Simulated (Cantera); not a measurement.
Charge: 1 mol Cu₂O, a varied amount of CO, at 2098.15 K and 0.100 bar.

Equilibrium computed with Cantera from the NASA thermochemical tables; the gas is ideal and each condensed phase is pure. Candidate condensed phases: C, Cu, CuO, Cu₂O; 15 gas species. The numbers say what is thermodynamically allowed, not how fast it happens.

x: gas mole fraction; n: condensed amount in mol.

```tsv
n(CO) (mol)	x CO	x CO₂	x O₂	x Cu	x O	x CuO	x Cu₂	n Cu(l)
0.58	0.0119	0.641	0.240	0.103	0.00213	___	0.000582	1.91
2.1	0.470	0.427	6.88e-5	0.103	3.60e-5	___	0.000582	1.76
3.5	0.641	0.256	1.33e-5	0.103	1.58e-5	___	0.000582	1.60
5	0.717	0.179	5.21e-6	0.103	9.91e-6	___	0.000582	1.42
6.5	0.759	0.138	2.76e-6	0.103	7.21e-6	___	0.000582	1.25
8	0.785	0.112	1.70e-6	0.103	5.66e-6	___	0.000582	1.07
9.5	0.802	0.0944	1.15e-6	0.103	4.66e-6	___	0.000582	0.901
11	0.815	0.0815	8.34e-7	0.103	3.96e-6	___	0.000582	0.728
12	0.822	0.0747	6.89e-7	0.103	3.60e-6	___	0.000582	0.612
14	0.833	0.0641	4.93e-7	0.103	3.05e-6	___	0.000582	0.380
```

Q: What belongs in the gaps?

A: 
- 0.58, x CuO: 0.00155
- 2.1, x CuO: 2.63e-5
- 3.5, x CuO: 1.16e-5
- 5, x CuO: 7.23e-6
- 6.5, x CuO: 5.26e-6
- 8, x CuO: 4.13e-6
- 9.5, x CuO: 3.40e-6
- 11, x CuO: 2.89e-6
- 12, x CuO: 2.63e-6
- 14, x CuO: 2.22e-6
